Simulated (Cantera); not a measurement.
Input: 1 mol Zr, 11 mol NH₃, 61 mol H₂, 0.62 mol H₂O, equilibrated at 2225 K and 130000 Pa.

Equilibrium computed with Cantera from the NASA thermochemical tables; the gas is ideal and each condensed phase is pure. Candidate condensed phases: H₂O, Zr, ZrN, ZrO₂; 28 gas species. Mutual solubility and eutectic melting of coexisting phases are not modelled. ZrN: taken at fixed stoichiometry. Condensed phases not in the tables: solid solutions among these carbides, nitrides and lower oxides. The numbers say what is thermodynamically allowed, not how fast it happens.

Base state: H₂ 0.933, N₂ 0.0617, H 0.00549, H₂O 0.000247 (mole fractions); condensed: ZrN(s) + ZrO₂(tetragonal).

What changes in the equilibrium state with this change: pressure from 130000 Pa to 1000 Pa?


| species | before | after |
|---|---|---|
| H₂ | 0.933 | 0.879 |
| H | 0.00549 | 0.0607 |
| N₂ | 0.0617 | 0.0600 |
| ZrO | 3.83e-8 | 1.69e-5 |
| H₂O | 0.000247 | 6.86e-5 |
| ZrN(s), mol | 0.700 | 0.692 |
| ZrO₂(tetragonal), mol | 0.300 | 0.306 |
